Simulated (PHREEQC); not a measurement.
## Copper plating or etch bath (model solution)

Consider water at 25 °C with 0.46 mol/kgw CuSO4, 0.0013 mol/kgw HBF4 and 0.0013 mol/kgw H3BO3. Closed to the air; pH follows from the charge balance.

Computed with PHREEQC (ion-association model, phreeqc.dat).

Each row changes one thing in this solution. Precipitation was switched off in this run.

```json
[
 {"case": "as made", "pH": "3.22", "ionic strength (mol/kgw)": "0.816", "H3BO3 (mol/kgw)": "0.00219", "H2BO3- (mol/kgw)": "3.28e-9"},
 {"case": "HBF4 from 0.0013 to 0.0065 mol/kgw", "pH": "[?]", "ionic strength (mol/kgw)": "0.820", "H3BO3 (mol/kgw)": "0.00232", "H2BO3- (mol/kgw)": "1.37e-9"},
 {"case": "CuSO4 left out", "pH": "2.83", "ionic strength (mol/kgw)": "0.00155", "H3BO3 (mol/kgw)": "0.00189", "H2BO3- (mol/kgw)": "[?]"},
 {"case": "H3BO3 from 0.0013 to 0.00195 mol/kgw", "pH": "3.22", "ionic strength (mol/kgw)": "0.816", "H3BO3 (mol/kgw)": "0.00279", "H2BO3- (mol/kgw)": "[?]"},
 {"case": "HBF4 left out", "pH": "4.34", "ionic strength (mol/kgw)": "0.814", "H3BO3 (mol/kgw)": "0.00130", "H2BO3- (mol/kgw)": "2.61e-8"},
 {"case": "HBF4 from 0.0013 to 0.0026 mol/kgw", "pH": "[?]", "ionic strength (mol/kgw)": "0.817", "H3BO3 (mol/kgw)": "[?]", "H2BO3- (mol/kgw)": "2.39e-9"},
 {"case": "temperature from 25 to 35 °C", "pH": "3.27", "ionic strength (mol/kgw)": "0.808", "H3BO3 (mol/kgw)": "0.00225", "H2BO3- (mol/kgw)": "4.59e-9"}
]
```

### Question
Some entries are withheld; supply them.

### Answer

- HBF4 from 0.0013 to 0.0065 mol/kgw, pH: 2.81
- CuSO4 left out, H2BO3- (mol/kgw): 7.65e-10
- H3BO3 from 0.0013 to 0.00195 mol/kgw, H2BO3- (mol/kgw): 4.25e-9
- HBF4 from 0.0013 to 0.0026 mol/kgw, pH: 3.06
- HBF4 from 0.0013 to 0.0026 mol/kgw, H3BO3 (mol/kgw): 0.00231

The ionic strength passes 0.7 mol/kgw, the rough limit of the ion-association models, in as made; HBF4 from 0.0013 to 0.0065 mol/kgw; H3BO3 from 0.0013 to 0.00195 mol/kgw; HBF4 left out; HBF4 from 0.0013 to 0.0026 mol/kgw; temperature from 25 to 35 °C. Species that the database lacks are ignored. Real BF4- forms and hydrolyses slowly; the run takes it at equilibrium.
